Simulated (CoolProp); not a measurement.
Vapour-liquid equilibrium of sulfur hexafluoride (1) + R113 (2) at 273.4 K; x and y are mole fractions of (1).

The numbers come from the multi-fluid Helmholtz-energy mixture model, Guder 2009 and Marx 1992; pair parameters Bell 2016 in CoolProp.

```
x      bubble pressure (MPa)  y at the bubble point  dew pressure at overall composition x (MPa)  liquid density (mol/L)
-----  ---------------------  ---------------------  -------------------------------------------  ----------------------
0.05                  0.1354                  0.884                                      0.01603                   8.757
0.125                 0.2103                  0.925                                      0.01741                   8.926
0.2                   0.2431                  0.936                                      0.01905                   9.109
0.275                 0.2687                  0.943                                      0.02103                   9.305
0.35                  0.3001                  0.951                                      0.02347                   9.514
0.425                 0.3432                  0.959                                      0.02655                   9.733
0.5                   0.4025                  0.969                                      0.03056                   9.959
0.575                 0.4818                  0.977                                      0.03600                   10.19
0.65                  0.5845                  0.985                                      0.04381                   10.41
0.725                 0.7114                  0.991                                      0.05592                   10.62
0.8                   0.8593                  0.995                                      0.07730                   10.78
0.875                  1.018                  0.998                                       0.1249                   10.88
0.95                   1.170                  0.999                                       0.2975                   10.84
```

No azeotrope shows between x = 0.05 and 0.95.

Pair parameters are fitted to limited data, so mixtures are less certain than the pure fluids. The gap from Raoult's law changes sign with composition, which may be real or a fault of the pair parameters; it wasn't checked against measurements. With so large a gap from Raoult's law the liquid may split in two, which this calculation doesn't test in full.
